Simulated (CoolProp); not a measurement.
Computed with CoolProp (reference Helmholtz-energy equation of state, Tillner-Roth 1997).

Question: For CH2F2 (R32), give the phase and the Joule-Thomson coefficient (K/MPa), conductivity (mW/(m K)) at 435 K and 91.4 kPa; 435 K and 386 kPa; 435 K and 3340 kPa.

Answer: 
- 435 K and 91.4 kPa: gas; Joule-Thomson coefficient 7.79, conductivity 26.6
- 435 K and 386 kPa: gas; Joule-Thomson coefficient 7.75, conductivity 27.1
- 435 K and 3340 kPa: gas; Joule-Thomson coefficient 7.34, conductivity 31.1

Thermal conductivity comes from a separate model (Huber 2003), an estimate that may be off by 10 % or more.
